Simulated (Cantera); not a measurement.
# Ignition delay

Mixture: 7.40 % CH3OH, 19.5 % O2, 73.2 % N2, equivalence ratio 0.57, at 1.40 bar, adiabatic and at constant pressure. Ignition delay is the time to a rise of 400 K.

Computed with Cantera and GRI-Mech 3.0 (53 species, 325 reactions). GRI-Mech 3.0 was tuned for natural gas; its chemistry of methanol as a main component is partial and can be far from experiment. Where the delays flatten at high temperature, the 400 K rule measures the pace of heat release, not the induction time.

```json
[
 {"T0 (K)": "1250", "delay (ms)": "3.71"},
 {"T0 (K)": "1350", "delay (ms)": "0.969"},
 {"T0 (K)": "1450", "delay (ms)": "0.325"},
 {"T0 (K)": "1550", "delay (ms)": "0.133"},
 {"T0 (K)": "1650", "delay (ms)": "0.0631"},
 {"T0 (K)": "1750", "delay (ms)": "0.0333"},
 {"T0 (K)": "1850", "delay (ms)": "0.0191"},
 {"T0 (K)": "1950", "delay (ms)": "0.0137"},
 {"T0 (K)": "2050", "delay (ms)": "0.0118"}
]
```
